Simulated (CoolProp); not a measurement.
Properties of ethylene along the isotherm 450 K (Tc = 282.4 K, pc = 50.42 bar, ω = 0.087).

The numbers come from the reference Helmholtz-energy equation of state, Smukala 2000 in CoolProp.

```tsv
p (bar)	phase	speed of sound (m/s)	isothermal compressibility (1/MPa)
38.8	gas	384.1	0.2710
77.6	supercritical	379.0	0.1404
116	supercritical	381.9	0.09429
155	supercritical	394.8	0.06779
194	supercritical	417.5	0.04983
233	supercritical	447.7	0.03715
271	supercritical	481.2	0.02844
310	supercritical	517.7	0.02216
349	supercritical	554.4	0.01772
388	supercritical	590.6	0.01452
427	supercritical	625.8	0.01215
465	supercritical	659.0	0.01040
504	supercritical	691.8	0.009008
```
